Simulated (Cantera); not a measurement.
Input (Python, Cantera) and output of one run.

```python
import numpy as np
import cantera as ct

gas_names = """
    B BF BF2 BF3 BN BO BOF BOF2 BO2 B2 B2O B2O2 B2O3 B3O3F3 F FO FO2 F2 F2O N NF NF2 NF3 NO NO2 NO3 N2
    N2O O O2 O3
""".split()
cond_names = """
    B(b) B(L) BN(s) B2O3(L)
""".split()


# ... load() reads the species with a 1 bar reference pressure and builds the phases ...
atoms = {
    'BF3': {'B': 1, 'F': 3},
    'N2': {'N': 2},
    'O2': {'O': 2},
}
top_T = {'BN(s)': 3200}  # K; cautious upper limits of use, not melting points


# ... equilibrate(T, P, feed) seeds the gas with the atoms and calls Mixture.equilibrate('TP', solver="vcs", rtol=1e-11, max_steps=5000) ...
results = []
feed = {'BF3': 1, 'N2': 5.4, 'O2': 4}  # mol
P = 21  # Pa
for T in [973, 1123, 1273, 1423, 1573, 1723, 1873, 2023, 2173, 2323]:
    mix = equilibrate(T, P, feed)
    results.append((T, P, feed, dict(zip(mix.species_names, mix.species_moles))))

top = {s: max(r[3][s] / sum(r[3][g] for g in gas_names) for r in results) for s in gas_names}
cols = sorted((s for s in top if top[s] > 0.0001), key=lambda s: -top[s])[:6]
seen = [c for c in cond_names if any(r[3].get(c, 0) > 1e-12 for r in results)]
print("log10 of partial pressures in bar; condensed amounts in mol")
print(f"{'T/K':>10s}" + "".join(f"{s[:9]:>10s}" for s in cols + seen))
for T, P, feed, n in results:
    ng = sum(n[g] for g in gas_names)
    print(f"{T:10.4g}" + "".join(f"{np.log10(max(n[s] / ng * P / 1e5, 1e-99)):10.3f}" for s in cols)
          + "".join(f"{n.get(c, 0):10.4g}" for c in seen))
```

It prints:

```
log10 of partial pressures in bar; condensed amounts in mol
       T/K        N2        O2         O         F       BF3       BOF
       973    -3.962    -4.093   -12.216   -11.159    -4.695   -11.519
      1123    -3.962    -4.093   -10.403    -9.498    -4.695    -9.814
      1273    -3.963    -4.093    -9.015    -8.220    -4.695    -8.526
      1423    -3.963    -4.093    -7.918    -7.209    -4.696    -7.513
      1573    -3.964    -4.095    -7.029    -6.391    -4.700    -6.694
      1723    -3.967    -4.102    -6.296    -5.722    -4.719    -6.023
      1873    -3.977    -4.124    -5.688    -5.179    -4.788    -5.480
      2023    -4.000    -4.178    -5.188    -4.771    -4.993    -5.072
      2173    -4.033    -4.276    -4.782    -4.544    -5.519    -4.845
      2323    -4.063    -4.417    -4.455    -4.499    -6.410    -4.802
```

Method: chemical equilibrium by Gibbs-energy minimisation in Cantera with the NASA 1993 tables (ideal gas, pure condensed phases). The tables' values for BF2 are old estimates; treat these amounts as uncertain.
